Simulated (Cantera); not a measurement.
A perfectly stirred reactor is fed with CO : H2 : CH4 : O2 : N2 = 1 : 0.032 : 0.39 : 1.75 : 6.59 (molar parts), at 100000 Pa; it is adiabatic with a 375 K inlet, and is followed from long to short residence time, starting on the burning branch (τ in s: 0.054, 0.027, 0.013, 0.0065, 0.0032, 0.0016, 0.00079, 0.00039, 0.00019, 9.5e-05, 4.7e-05, 2.3e-05).

Detailed kinetics in Cantera: GRI-Mech 3.0 (53 species, 325 reactions).

One state of this run: T (K) = 1720; x CO = 0.0352; x H2 = 0.00412; x CH4 = 0.000154; x H2O = 0.0752; x C2H2 = 2.17e-9; x H = 0.00544. x: mole fraction; the columns are a selection and need not sum to one.

Q: Which value of τ (s) does it belong to?
A) 0.027
B) 0.00039
C) 0.013
D) 0.0065

A: B, 0.00039
